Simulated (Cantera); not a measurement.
A Cantera script and what it prints.

```python
import numpy as np
import cantera as ct

gas_names = """
    B BH BH2 BH3 BN BO BO2 B2 B2O B2O2 B2O3 B3O3H3 H HBO HBO2 HNO HNO2 HNO3 HO2 H2 H2O H2O2 H3B3O6 N NH
    NH2 NH3 NH2OH NO NO2 NO3 N2 N2H2 N2H4 N2O O OH O2 O3
""".split()
cond_names = """
    B(b) B(L) BN(s) B2O3(L) B3O3H3(cr) H2O(s) H2O(L)
""".split()


def load(file, names, dense=False):
    # The tables refer to 1 bar. Condensed volumes are neglected.
    table = {s.name: s for s in ct.Species.list_from_file(file)}
    out = []
    for n in names:
        d = dict(table[n].input_data)
        d["thermo"] = dict(d["thermo"], **{"reference-pressure": 1e5})
        if dense:
            d["equation-of-state"] = {"model": "constant-volume", "density": "1e6 g/cm^3"}
        out.append(ct.Species.from_dict(d))
    return out


gas = ct.Solution(thermo="ideal-gas", species=load("nasa_gas.yaml", gas_names))
cond = {s.name: ct.Solution(thermo="fixed-stoichiometry", species=[s], name=s.name)
        for s in load("nasa_condensed.yaml", cond_names, dense=True)}
atoms = {
    'BN': {'B': 1, 'N': 1},
    'H2O': {'H': 2, 'O': 1},
    'H2': {'H': 2},
}
top_T = {'BN(s)': 3200}  # K; cautious upper limits of use, not melting points


def equilibrate(T, P, feed):
    n = {}
    for name, mol in feed.items():
        for a, k in atoms[name].items():
            n[a] = n.get(a, 0.0) + k * mol
    gas.TPX = T, P, n
    mass = sum(n.values()) * gas.mean_molecular_weight
    gas.equilibrate("TP")
    valid = [c for c in cond.values() if c.min_temp <= T <= top_T.get(c.name, c.max_temp)]
    mix = ct.Mixture([(gas, mass / gas.mean_molecular_weight)] + [(c, 0.0) for c in valid])
    mix.T, mix.P = T, P
    mix.equilibrate("TP", solver="vcs", rtol=1e-11, max_steps=5000)
    return mix


results = []
feed = {'BN': 1, 'H2O': 0.1, 'H2': 4.4}  # mol
T = 1600  # K
P = 13332.2  # Pa
mix = equilibrate(T, P, feed)
results.append((T, P, feed, dict(zip(mix.species_names, mix.species_moles))))
x = sorted(zip(gas.X, gas.species_names), reverse=True)
print(f"T = {T:g} K  P = {P:g} Pa  gas = {mix.phase_moles(0):.4g} mol")
print("   x: " + "  ".join(f"{s} {v:.3e}" for v, s in x if v > 0.001))
print("   condensed (mol): " + ("  ".join(f"{mix.phase(i).name} {mix.phase_moles(i):.4g}"
      for i in range(1, mix.n_phases) if mix.phase_moles(i) > 1e-12) or "none"))
```

Result:

```
T = 1600 K  P = 13332.2 Pa  gas = 4.561 mol
   x: H2 9.810e-01  N2 7.352e-03  HBO 5.391e-03  HBO2 4.093e-03  B2O3 1.100e-03
   condensed (mol): BN(s) 0.9329  B2O3(L) 0.005929
```

Equilibrium computed with Cantera from the NASA thermochemical tables; the gas is ideal and each condensed phase is pure. Mutual solubility and eutectic melting of coexisting phases are not modelled.
